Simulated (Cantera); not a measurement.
Cantera run:

```python
import numpy as np
import cantera as ct

gas_names = """
    CL CL2 H HCL H2 Si SiCL SiCL2 SiCL3 SiCL4 SiH SiHCL3 SiH2 SiH2CL2 SiH3 SiH3CL SiH4 Si2 Si3
""".split()
cond_names = """
    Si(cr) Si(L)
""".split()


# ... load() reads the species with a 1 bar reference pressure and builds the phases ...
atoms = {
    'Si': {'Si': 1},
    'Cl2': {'CL': 2},
    'H2': {'H': 2},
}
top_T = {}  # K; cautious upper limits of use, not melting points


# ... equilibrate(T, P, feed) seeds the gas with the atoms and calls Mixture.equilibrate('TP', solver="vcs", rtol=1e-11, max_steps=5000) ...
results = []
feed = {'Si': 1, 'Cl2': 0.82, 'H2': 2.8}  # mol
T = 923  # K
P = 860000  # Pa
mix = equilibrate(T, P, feed)
results.append((T, P, feed, dict(zip(mix.species_names, mix.species_moles))))
print(gas.report(threshold=1e-05))
for i in range(1, mix.n_phases):
    print(f"{mix.phase(i).name:16s} {mix.phase_moles(i):12.5e} mol")
```

Result:

```
       temperature   923 K
          pressure   8.6e+05 Pa
           density   2.7518 kg/m^3
  mean mol. weight   24.556 kg/kmol
   phase of matter   gas

                          1 kg             1 kmol
                     ---------------   ---------------
          enthalpy       -2.5021e+06       -6.1442e+07  J
   internal energy       -2.8146e+06       -6.9117e+07  J
           entropy              7767        1.9073e+05  J/K
    Gibbs function       -9.6711e+06       -2.3749e+08  J
 heat capacity c_p            1667.4             40945  J/K
 heat capacity c_v            1328.8             32631  J/K

                      mass frac. Y      mole frac. X     chem. pot. / RT
                     ---------------   ---------------   ---------------
               HCL         0.0043592         0.0029361           -39.786
                H2          0.069393           0.84526           -15.326
             SiCL2        5.9072e-05        1.4655e-05           -67.749
             SiCL3        0.00088083        0.00016089           -99.872
             SiCL4           0.49209          0.071129              -132
            SiHCL3           0.40256          0.072985           -107.54
           SiH2CL2          0.030167         0.0073344           -83.075
            SiH3CL        0.00049285        0.00018183           -58.615
     [  +11 minor]        2.6249e-06        2.0071e-06

Si(cr)            5.22845e-01 mol
```

These are equilibrium values from Cantera (NASA tables, ideal gas, pure condensed phases), not measurements of a reactor. The tables' values for SiCl3 are old estimates; treat these amounts as uncertain.
